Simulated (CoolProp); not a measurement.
C2F6 (R116) along the isobar 0.383 MPa: density (kg/m³) from the reference equation and from simpler models built on Tc = 19.9 °C, pc = 3.048 MPa, ω = 0.257; each cubic takes its own stable root.

Computed with CoolProp (reference Helmholtz-energy equation of state, Lemmon 2006). It is a short technical equation, of lower accuracy than the large ones.

```tsv
T (°C)	phase	reference
-5.75	gas	25.29
4.75	gas	24.13
15.25	gas	23.10
25.75	gas	22.16
36.25	gas	21.31
46.75	gas	20.52
57.25	gas	19.80
67.75	gas	19.13
78.35	gas	18.50
88.85	gas	17.92
99.35	gas	17.38
109.85	gas	16.87
120.35	gas	16.39
130.85	gas	15.94
141.35	gas	15.52
151.85	gas	15.12
```

How far does each simpler model (ideal gas, van der Waals, Redlich-Kwong, Soave-Redlich-Kwong, Peng-Robinson) lie from the reference over these 16 states: mean and median of the absolute difference, and the worst?


- ideal gas: mean 2.8 %, median 2.4 %, worst -6.0 % at -5.75 °C and 0.383 MPa
- van der Waals: mean 0.4 %, median 0.3 %, worst -1.2 % at -5.75 °C and 0.383 MPa
- Redlich-Kwong: mean 0.2 %, median 0.3 %, worst +0.3 % at 151.85 °C and 0.383 MPa
- Soave-Redlich-Kwong: mean 0.1 %, median 0.1 %, worst +0.1 % at 15.25 °C and 0.383 MPa
- Peng-Robinson: mean 0.4 %, median 0.4 %, worst +0.6 % at 4.75 °C and 0.383 MPa
